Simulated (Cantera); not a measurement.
A closed system holds: 1 mol Ti(OiPr)₄, 14 mol O₂, 1.4 mol H₂, held at 4.80 mbar.

Method: chemical equilibrium by Gibbs-energy minimisation in Cantera with the NASA 1993 tables (ideal gas, pure condensed phases). Candidate condensed phases: C, C₆H₆, C₇H₈, C₈H₁₈, H₂O, Ti, TiC, TiO, TiO₂, Ti₂O₃, Ti₃O₅, Ti₄O₇; 113 gas species. The feed counts by its element totals alone. Equilibrium is a limit: real reactors are often held back by kinetics, nucleation or transport. All values below are at 1273 K.

Base state: H₂O 0.397, CO₂ 0.260, CO 0.178, H₂ 0.165 (mole fractions); condensed: TiO₂(rutile).

What changes in the equilibrium state with this change: Ti(OiPr)₄ replaced by TiCl₄?


| species | before | after |
|---|---|---|
| O₂ | <1e-9 | 0.783 |
| HCl | 0 | 0.161 |
| Cl₂ | 0 | 0.0285 |
| H₂O | 0.397 | 0.00408 |
| CO₂ | 0.260 | 0 |
| CO | 0.178 | 0 |
| H₂ | 0.165 | 3.54e-9 |
| Cl | 0 | 0.0236 |
| ClO | 0 | 4.99e-5 |
| TiO₂(rutile), mol | 1.00 | 1.000 |
Further candidate phases: TiCl₂, TiCl₃, TiCl₄.
